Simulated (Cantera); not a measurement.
An adiabatic, constant-volume homogeneous reactor starts with 4.83 % CH₄, 2.12 % CO, 15.3 % O₂, 57.5 % N₂, 20.3 % H₂O, equivalence ratio 0.70, at 1550 K and 9.87 atm.

Model: GRI-Mech 3.0 (53 species, 325 reactions), integrated in Cantera.

### Question
Predict: time of steepest temperature rise; temperature at 0.600 s; equilibrium temperature; x(CO) at 0.600 s; x(O₂) at 0.600 s; x(O) at 0.600 s; x(NO₂) at 0.600 s; x(N₂O) at 0.600 s.

### Answer
- time of steepest temperature rise = 0.131 ms
- temperature at 0.600 s = 2670 K
- equilibrium temperature = 2670 K
- x(CO) at 0.600 s = 0.00643 (gas-phase equilibrium 0.00643)
- x(O₂) at 0.600 s = 0.0416 (gas-phase equilibrium 0.0416)
- x(O) at 0.600 s = 0.00157 (gas-phase equilibrium 0.00157)
- x(NO₂) at 0.600 s = 1.60e-5 (gas-phase equilibrium 1.60e-5)
- x(N₂O) at 0.600 s = 2.27e-6 (gas-phase equilibrium 2.27e-6)
